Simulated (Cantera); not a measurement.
Feed: 1 mol FeCl₂, 8.5 mol H₂O, 1.3 mol N₂, at 527 °C and 4.80 Pa.

Equilibrium computed with Cantera from the NASA thermochemical tables; the gas is ideal and each condensed phase is pure. Candidate condensed phases: Fe, FeCl₂, FeCl₃, FeO, Fe(OH)₂, Fe(OH)₃, Fe₂O₃, Fe₃O₄, H₂O, NH₄Cl; 37 gas species. Condensed phases not in the tables: FeOCl. The numbers say what is thermodynamically allowed, not how fast it happens.

Q: What is the equilibrium state?

A: 
- x(H₂O) = 0.664
- x(HCl) = 0.185
- x(N₂) = 0.120
- x(H₂) = 0.0308
- x(FeCl₂) = 0.000132
- n(Fe₃O₄(s)) = 0.333 mol
- gas amount = 10.80 mol
- log10 activity of Fe(α) (absent) = -2.62
- log10 activity of FeCl₂(s) (absent) = -4.17
- log10 activity of Fe(OH)₂(s) (absent) = -8.96
